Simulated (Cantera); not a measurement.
A Cantera script and its output.

```python
import numpy as np
import cantera as ct

gas = ct.Solution("gri30.yaml")
gas.TPX = 723, 46000, {'CH4': 1, 'C2H6': 1, 'O2': 11.2, 'N2': 42.2}
inlet = ct.Reservoir(gas, clone=True)
gas.equilibrate("HP")  # start burning
reactor = ct.IdealGasConstPressureReactor(gas, energy="on", clone=False)
exhaust = ct.Reservoir(gas, clone=True)
tau = [0.45, 0.14, 0.044, 0.014, 0.0043, 0.0013, 0.00042, 0.00013, 4e-05, 1.3e-05][0]
for a, b in ((inlet, reactor), (reactor, exhaust)):
    ct.MassFlowController(a, b, mdot=lambda t: reactor.mass / tau)
net = ct.ReactorNet([reactor])
show = ['CH4', 'C2H6', 'O2', 'CH3', 'N2O', 'CH2CO', 'H2O']

rows = []
print(f"{'tau/s':>10s}{'T/K':>9s}" + "".join(f"{s:>11s}" for s in show))
for tau in [0.45, 0.14, 0.044, 0.014, 0.0043, 0.0013, 0.00042, 0.00013, 4e-05, 1.3e-05]:
    net.initial_time = 0.0
    net.advance(30 * tau)
    before = gas.X
    net.advance(40 * tau)
    drift = np.max(np.abs(gas.X - before) / (gas.X + 1e-9))
    rows.append([gas.T, *gas[show].X, drift])
    print(f"{tau:10.3e}{gas.T:9.1f}" + "".join(f"{x:11.3e}" for x in gas[show].X))
```

Result:

```
     tau/s      T/K        CH4       C2H6         O2        CH3        N2O      CH2CO        H2O
 4.500e-01   1814.9  1.314e-06  2.792e-07  1.016e-01  4.582e-07  2.552e-07  4.490e-07  8.863e-02
 1.400e-01   1808.3  2.769e-06  6.422e-07  1.016e-01  9.006e-07  3.358e-07  1.034e-06  8.822e-02
 4.400e-02   1796.3  5.741e-06  1.403e-06  1.015e-01  1.769e-06  3.550e-07  2.084e-06  8.757e-02
 1.400e-02   1775.4  1.208e-05  3.016e-06  1.015e-01  3.590e-06  3.140e-07  3.752e-06  8.657e-02
 4.300e-03   1739.2  2.759e-05  6.881e-06  1.019e-01  7.834e-06  2.521e-07  6.502e-06  8.505e-02
 1.300e-03   1681.1  7.233e-05  1.774e-05  1.034e-01  1.888e-05  1.943e-07  1.174e-05  8.298e-02
 4.200e-04   1599.5  2.376e-04  5.702e-05  1.079e-01  5.458e-05  1.411e-07  2.534e-05  8.069e-02
 1.300e-04    723.0  1.805e-02  1.805e-02  2.022e-01  2.834e-15 -2.876e-22 -1.613e-18 -3.672e-16
 4.000e-05    723.0  1.805e-02  1.805e-02  2.022e-01  8.767e-16 -2.873e-26 -2.095e-22  3.735e-20
 1.300e-05    723.0  1.805e-02  1.805e-02  2.022e-01  2.856e-16  2.696e-27 -1.073e-25  8.050e-21
```

Detailed kinetics in Cantera: GRI-Mech 3.0 (53 species, 325 reactions).
